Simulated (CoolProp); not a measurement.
Octamethylcyclotetrasiloxane (D4) along the isotherm 265.85 °C: fugacity coefficient from the reference equation and from simpler models built on Tc = 313.4 °C, pc = 1347 kPa, ω = 0.598; each cubic takes its own stable root.

Values from CoolProp's reference Helmholtz-energy equation of state, Thol 2015.

| p (kPa) | phase | reference |
|---|---|---|
| 56.1 | gas | 0.9799 |
| 112 | gas | 0.9600 |
| 168 | gas | 0.9401 |
| 225 | gas | 0.9198 |
| 281 | gas | 0.9000 |
| 337 | gas | 0.8802 |
| 393 | gas | 0.8603 |
| 449 | gas | 0.8404 |
| 505 | gas | 0.8205 |
| 561 | gas | 0.8004 |
| 617 | gas | 0.7801 |
| 674 | liquid | 0.7340 |

How far does each simpler model (Redlich-Kwong, Peng-Robinson) lie from the reference over these 12 states: mean and median of the absolute difference, and the worst?


- Redlich-Kwong: mean 2.0 %, median 1.6 %, worst +7.3 % at 265.85 °C and 674 kPa
- Peng-Robinson: mean 0.5 %, median 0.6 %, worst -0.8 % at 265.85 °C and 617 kPa

At some of these states Redlich-Kwong gives the other phase, because its saturation line lies elsewhere.
